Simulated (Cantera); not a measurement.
A closed system holds: 1 mol Si₃N₄, 8.9 mol O₂, held at 0.0133 bar.

Method: chemical equilibrium by Gibbs-energy minimisation in Cantera with the NASA 1993 tables (ideal gas, pure condensed phases). Candidate condensed phases: Si, SiO₂, Si₂N₂O, Si₃N₄; 16 gas species. The tables hold silica as quartz up to 1696 K and as liquid above; real silica turns to tridymite and cristobalite and melts near 1996 K. The numbers say what is thermodynamically allowed, not how fast it happens.

Problem. Which condensed phases are stable at each of these points (T (K)): 823, 923, 1023, 1123, 1223, 1323, 1423, 1523, 1623, 1723, 1823, 1923, 2023, 2123?

Solution. 
```
T (K)  condensed phases  Si condensed (%)
-----  ----------------  ----------------
823      SiO₂(α-quartz)             100.0
923      SiO₂(β-quartz)             100.0
1023     SiO₂(β-quartz)             100.0
1123     SiO₂(β-quartz)             100.0
1223     SiO₂(β-quartz)             100.0
1323     SiO₂(β-quartz)             100.0
1423     SiO₂(β-quartz)             100.0
1523     SiO₂(β-quartz)             100.0
1623     SiO₂(β-quartz)             100.0
1723    SiO₂(condensed)             100.0
1823    SiO₂(condensed)             100.0
1923    SiO₂(condensed)             100.0
2023            SiO₂(l)             100.0
2123            SiO₂(l)              99.9
```

At 823 K the condensed part is SiO₂(α-quartz). From 923 K to 1623 K the condensed part is SiO₂(β-quartz). From 1723 K to 1923 K the condensed part is SiO₂(condensed). From 2023 K to 2123 K the condensed part is SiO₂(l).
